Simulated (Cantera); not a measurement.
Input: 1 mol Si, 5.2 mol F2, at 1548.15 K and 0.100 bar.

Cantera equilibrium calculation (NASA polynomials, part measured and part estimated; ideal gas, pure solids and liquids). Candidate condensed phases: Si; 9 gas species. Rates play no part.

Base state: F 0.857, SiF4 0.136, F2 0.00652 (mole fractions); condensed: gas only.

Question: What changes in the equilibrium state with this change: 0.046 mol HCl added?

Answer: 
```csv
species,before,after
F,0.857,0.845
SiF4,0.136,0.136
F2,0.00652,0.00634
HF,0,0.00625
ClF,0,0.00604
Cl,0,0.000218
```
